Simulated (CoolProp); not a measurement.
n-butane at 298.15 K and 0.479 MPa flows at 13 m/s in a round tube of 6 mm bore and 1.5 µm roughness, fully developed (64/Re and Nu = 3.66 if laminar; Colebrook and Gnielinski if turbulent). Each further row changes one setting.

Computed with CoolProp (reference Helmholtz-energy equation of state, Bücker 2006).

```json
[
 {"case": "as stated", "Reynolds number": "…", "Darcy friction factor": "…", "pressure drop (Pa/m)": "…", "heat-transfer coefficient (W/(m² K))": "21000", "mass flow (kg/h)": "759"},
 {"case": "velocity 26 m/s", "Reynolds number": "563000", "Darcy friction factor": "0.0157", "pressure drop (Pa/m)": "508000", "heat-transfer coefficient (W/(m² K))": "…", "mass flow (kg/h)": "…"},
 {"case": "diameter 12 mm", "Reynolds number": "563000", "Darcy friction factor": "0.0145", "pressure drop (Pa/m)": "58600", "heat-transfer coefficient (W/(m² K))": "…", "mass flow (kg/h)": "3030"}
]
```

Task: Complete the blanks.

Result: 
- as stated, Reynolds number: 281000
- as stated, Darcy friction factor: 0.0167
- as stated, pressure drop (Pa/m): 135000
- velocity 26 m/s, heat-transfer coefficient (W/(m² K)): 40000
- velocity 26 m/s, mass flow (kg/h): 1520
- diameter 12 mm, heat-transfer coefficient (W/(m² K)): 18800

Viscosity comes from a separate model (Vogel 1999). Thermal conductivity comes from a separate model (Perkins 2002).
